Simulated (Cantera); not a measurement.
Charge: 1 mol Si3H8, 0.16 mol HCl, 4.9 mol N2, held at 1280 Torr.

Cantera equilibrium calculation (NASA polynomials, part measured and part estimated; ideal gas, pure solids and liquids). Candidate condensed phases: NH4Cl, Si, Si3N4; 28 gas species. The feed counts by its element totals alone. Kinetics and transport are ignored. All values below are at 1377 °C.

Base state: H2 0.567, N2 0.411, HCl 0.0226, H 5.24e-5, SiCl2 3.18e-5, NH3 1.91e-5 (mole fractions); condensed: Si3N4(s).

Problem. What changes in the equilibrium state with this change: HCl from 0.16 to 2.1 mol?

Solution. 
| species | before | after |
|---|---|---|
| H2 | 0.567 | 0.454 |
| N2 | 0.411 | 0.327 |
| HCl | 0.0226 | 0.211 |
| SiCl2 | 3.18e-5 | 0.00404 |
| SiCl4 | 1.15e-7 | 0.00160 |
| SiCl3 | 1.29e-6 | 0.00172 |
| Si3N4(s), mol | 1.000 | 0.976 |
The tables' values for SiCl3 are old estimates; treat these amounts as uncertain.

Problem. What changes in the equilibrium state with this change: HCl from 0.16 to 1.2 mol?

Solution. 
```tsv
species	before	after
H2	0.567	0.496
N2	0.411	0.359
HCl	0.0226	0.142
SiCl2	3.18e-5	0.00157
SiCl4	1.15e-7	0.000257
SiCl3	1.29e-6	0.000429
SiHCl3	4.86e-7	0.000151
Si3N4(s), mol	1.000	0.993
```
The tables' values for SiCl3 are old estimates; treat these amounts as uncertain.
